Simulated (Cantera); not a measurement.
Input (Python, Cantera):

```python
import numpy as np
import cantera as ct

surf = ct.Interface("ptcombust.yaml", "Pt_surf")
gas = surf.adjacent["gas"]
gas.TPX = 300, 6300, {'CH4': 0.035, 'O2': 0.13, 'N2': 0.79}
jet = ct.ImpingingJet(gas=gas, width=0.039, surface=surf)
jet.inlet.mdot, jet.inlet.T, jet.inlet.X = 0.046, 300, {'CH4': 0.035, 'O2': 0.13, 'N2': 0.79}
jet.set_refine_criteria(ratio=10, slope=0.2, curve=0.3)
show, cover = ['CH4', 'O2', 'H2O', 'OH', 'CO', 'CO2'], ["PT(S)", "H(S)", "O(S)", "OH(S)", "CO(S)", "C(S)"]

rows = []
print(f"{'Ts/K':>7s}" + "".join(f"{s:>11s}" for s in show + cover) + "   (gas at the wall, coverages)")
for i, Ts in enumerate([850, 900, 950, 1000, 1050]):
    jet.surface.T = Ts
    if i == 0:
        surf.TP = Ts, 6300
        surf.coverages = "PT(S):0.5, O(S):0.5"
        surf.advance_coverages(1.0)
        jet.set_initial_guess(products="inlet")
    jet.solve(loglevel=0, auto=(i == 0))
    rows.append([*(jet.X[gas.species_index(s), -1] for s in show), *surf[cover].coverages])
    print(f"{Ts:7g}" + "".join(f"{x:11.3e}" for x in rows[-1]))
```

It prints:

```
   Ts/K        CH4         O2        H2O         OH         CO        CO2      PT(S)       H(S)       O(S)      OH(S)      CO(S)       C(S)   (gas at the wall, coverages)
    850  3.076e-02  1.235e-01  1.109e-02  7.897e-09  8.528e-06  7.200e-03  1.518e-01  2.014e-08  8.474e-01  7.938e-04  1.178e-05  3.009e-08
    900  2.567e-02  1.127e-01  2.060e-02  3.305e-08  1.024e-05  1.342e-02  2.186e-01  6.800e-08  7.804e-01  9.929e-04  1.051e-05  3.739e-08
    950  2.031e-02  1.013e-01  3.054e-02  1.080e-07  1.131e-05  1.995e-02  2.916e-01  1.786e-07  7.073e-01  1.084e-03  8.283e-06  3.965e-08
   1000  1.578e-02  9.170e-02  3.887e-02  2.995e-07  1.202e-05  2.545e-02  3.667e-01  3.896e-07  6.322e-01  1.079e-03  6.118e-06  3.825e-08
   1050  1.238e-02  8.454e-02  4.508e-02  7.324e-07  1.271e-05  2.956e-02  4.407e-01  7.440e-07  5.583e-01  1.012e-03  4.436e-06  3.531e-08
```

Computed with Cantera and Deutschmann's 1995 Pt surface mechanism with GRI-Mech 3.0 gas chemistry. Catalytic surfaces can have several steady states; this one follows from the mechanism file's or the stated starting coverage.
